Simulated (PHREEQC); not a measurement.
A solution holds 0.005 mol CdSO4 per kg of water, at 25 °C. Closed to the air; pH follows from the charge balance.

All values are PHREEQC results (ion-association model, wateq4f.dat), not measurements.

```yaml
pH: 6.39
ionic_strength: 0.0142 mol/kgw
```

```json
[
 {"species": "Cd+2", "molality": "0.00356", "activity": "0.00220", "log γ": "-0.209"},
 {"species": "SO4-2", "molality": "0.00351", "activity": "0.00219", "log γ": "-0.204"},
 {"species": "CdSO4", "molality": "0.00139", "activity": "0.00139", "log γ": "0.001"},
 {"species": "Cd(SO4)2-2", "molality": "5.40e-5", "activity": "3.34e-5", "log γ": "-0.209"},
 {"species": "CdOH+", "molality": "5.07e-7", "activity": "4.50e-7", "log γ": "-0.052"},
 {"species": "H+", "molality": "4.51e-7", "activity": "4.07e-7", "log γ": "-0.045"},
 {"species": "HSO4-", "molality": "9.77e-8", "activity": "8.67e-8", "log γ": "-0.052"},
 {"species": "OH-", "molality": "2.78e-8", "activity": "2.46e-8", "log γ": "-0.054"},
 {"species": "Cd2OH+3", "molality": "1.43e-8", "activity": "4.85e-9", "log γ": "-0.470"}
]
```

No solid was allowed to form. Species that the database lacks are ignored.
